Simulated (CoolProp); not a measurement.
Carbonyl sulfide along the isotherm -35.55 °C: Z from the reference equation and from simpler models built on Tc = 105.6 °C, pc = 6.369 MPa, ω = 0.098; each cubic takes its own stable root.

Computed with CoolProp (reference Helmholtz-energy equation of state, Lemmon 2006). It is a short technical equation, of lower accuracy than the large ones.

```csv
p (MPa),phase,reference
0.158,gas,0.9636
0.246,liquid,0.006548
0.383,liquid,0.01019
0.597,liquid,0.01588
0.929,liquid,0.02470
1.45,liquid,0.03852
2.25,liquid,0.05970
3.51,liquid,0.09295
5.46,liquid,0.1442
8.51,liquid,0.2237
13.2,liquid,0.3448
20.6,liquid,0.5331
32.1,liquid,0.8199
50,liquid,1.255
```

Q: How far does each simpler model (van der Waals, Redlich-Kwong, Soave-Redlich-Kwong, Peng-Robinson) lie from the reference over these 14 states: mean and median of the absolute difference, and the worst?

A: 
- van der Waals: mean 2140.6 %, median 54.0 %, worst +14638.9 % at -35.55 °C and 0.246 MPa
- Redlich-Kwong: mean 5.1 %, median 5.7 %, worst +6.0 % at -35.55 °C and 0.246 MPa
- Soave-Redlich-Kwong: mean 4.7 %, median 5.2 %, worst +5.5 % at -35.55 °C and 0.246 MPa
- Peng-Robinson: mean 6.3 %, median 6.7 %, worst -7.0 % at -35.55 °C and 32.1 MPa

At some of these states van der Waals gives the other phase, because its saturation line lies elsewhere.
